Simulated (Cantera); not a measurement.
Carbon deposition, reforming and gasification: toluene + H2 + N2

Feed: 1 mol toluene, 7.1 mol H2, 1.1 mol N2, at 0.0170 bar.

These are equilibrium values from Cantera (NASA tables, ideal gas, pure condensed phases), not measurements of a reactor. Candidate condensed phases: C, C6H6, C7H8, C8H18; 92 gas species. The numbers say what is thermodynamically allowed, not how fast it happens.

From 1425 °C to 2625 °C the condensed part is C(graphite). The main C-bearing gas is HCN at 1425 °C and C2H2 (acetylene) at 2625 °C. The share of C in condensed phases is highest at 1425 °C (99.8 %) and lowest at 2625 °C (77.9 %).

```csv
T (°C),log p H2,log p H,log p N2,log p HCN,log p C2H2 (acetylene),log p C3,log p HNC,log p C2H,n C(graphite)
1425,-1.81,-4.75,-2.82,-4.76,-5.95,<-13,-6.28,-11.14,6.99
1625,-1.81,-4.01,-2.82,-4.33,-5.24,-11.71,-5.66,-9.33,6.96
1825,-1.82,-3.42,-2.83,-4.00,-4.67,-9.56,-5.17,-7.86,6.89
2025,-1.85,-2.94,-2.86,-3.74,-4.22,-7.79,-4.78,-6.66,6.76
2225,-1.90,-2.55,-2.90,-3.56,-3.87,-6.32,-4.49,-5.67,6.54
2425,-2.01,-2.26,-2.97,-3.44,-3.64,-5.07,-4.28,-4.86,6.18
2625,-2.21,-2.05,-3.07,-3.42,-3.55,-4.00,-4.18,-4.22,5.45
```
log p: log10 of the partial pressure in bar; n: condensed amount in mol.
